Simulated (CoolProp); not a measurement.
Vapour-liquid equilibrium of nitrogen (1) + carbon monoxide (2) at 1.78 MPa; x and y are mole fractions of (1).

The numbers come from the multi-fluid Helmholtz-energy mixture model, Span 2000 and Lemmon 2006; pair parameters Gernert 2013 in CoolProp.

| x | bubble temperature, mixture model (K) | bubble temperature, Raoult's law (K) | y, mixture model | y, Raoult's law |
|---|---|---|---|---|
| 0.05 | 118.7 | 118.7 | 0.060 | 0.066 |
| 0.15 | 118.0 | 118.1 | 0.177 | 0.192 |
| 0.25 | 117.3 | 117.5 | 0.289 | 0.310 |
| 0.35 | 116.7 | 116.9 | 0.395 | 0.420 |
| 0.45 | 116.1 | 116.3 | 0.497 | 0.525 |
| 0.55 | 115.5 | 115.7 | 0.594 | 0.623 |
| 0.65 | 115.0 | 115.2 | 0.688 | 0.715 |
| 0.75 | 114.5 | 114.7 | 0.779 | 0.803 |
| 0.85 | 114.0 | 114.2 | 0.868 | 0.885 |
| 0.95 | 113.6 | 113.7 | 0.956 | 0.963 |

The largest gap from Raoult's law is -0.2 K in bubble temperature, at x = 0.55. No azeotrope shows between x = 0.05 and 0.95.

Pair parameters are fitted to limited data, so mixtures are less certain than the pure fluids.
